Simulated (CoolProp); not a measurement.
Nitrous oxide along the isobar 327 bar: fugacity coefficient from the reference equation and from simpler models built on Tc = 309.5 K, pc = 72.45 bar, ω = 0.161; each cubic takes its own stable root.

Computed with CoolProp (reference Helmholtz-energy equation of state, Lemmon 2006). It is a short technical equation, of lower accuracy than the large ones.

| T (K) | phase | reference | Redlich-Kwong | Soave-Redlich-Kwong | Peng-Robinson |
|---|---|---|---|---|---|
| 278 | liquid | 0.1472 | 0.1681 | 0.1578 | 0.1434 |
| 295.2 | liquid | 0.1992 | 0.2201 | 0.2144 | 0.1949 |
| 312.3 | supercritical | 0.2567 | 0.2756 | 0.2769 | 0.2520 |
| 329.5 | supercritical | 0.3180 | 0.3332 | 0.3436 | 0.3132 |
| 346.7 | supercritical | 0.3809 | 0.3910 | 0.4118 | 0.3760 |
| 363.9 | supercritical | 0.4433 | 0.4476 | 0.4791 | 0.4382 |
| 381 | supercritical | 0.5031 | 0.5014 | 0.5432 | 0.4978 |
| 398.2 | supercritical | 0.5598 | 0.5522 | 0.6035 | 0.5542 |
| 415.4 | supercritical | 0.6122 | 0.5992 | 0.6590 | 0.6064 |
| 432.5 | supercritical | 0.6597 | 0.6421 | 0.7089 | 0.6538 |
| 449.7 | supercritical | 0.7029 | 0.6813 | 0.7540 | 0.6971 |
